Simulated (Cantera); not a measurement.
A closed system holds: 1 mol CCl4, 0.069 mol F2, 14 mol H2, held at 4.80 Pa.

These are equilibrium values from Cantera (NASA tables, ideal gas, pure condensed phases), not measurements of a reactor. Candidate condensed phases: C, C6H6, C7H8, C8H18; 118 gas species. Kinetics and transport are ignored. All values below are at 2848 K.

Base state: H 0.844, Cl 0.121, C 0.0239, H2 0.00366, F 0.00216, HF 0.00203, C3 0.00132, C2 0.00125 (mole fractions); condensed: gas only.

Task: What changes in the equilibrium state with this change: F2 from 0.069 to 2.1 mol?

Result: 
| species | before | after |
|---|---|---|
| H | 0.844 | 0.739 |
| Cl | 0.121 | 0.113 |
| F | 0.00216 | 0.0655 |
| HF | 0.00203 | 0.0537 |
| C | 0.0239 | 0.0224 |
| CF | 1.86e-5 | 0.000529 |
| H2 | 0.00366 | 0.00281 |

Task: What changes in the equilibrium state with this change: pressure from 4.80 Pa to 0.133 bar?

Result: 
```
species              before     after
-----------------  --------  --------
H2                  0.00366     0.553
H                     0.844     0.197
HCl                0.000765     0.176
C2H2 (acetylene)    1.54e-6    0.0216
C                    0.0239   8.28e-5
Cl                    0.121    0.0430
C4H2                  <1e-9  0.000352
CH3                   <1e-9   2.21e-5
C2HCl               6.06e-9  0.000129
C2H2 (vinylidene)   3.36e-9   4.70e-5
C(graphite), mol          0     0.111
```
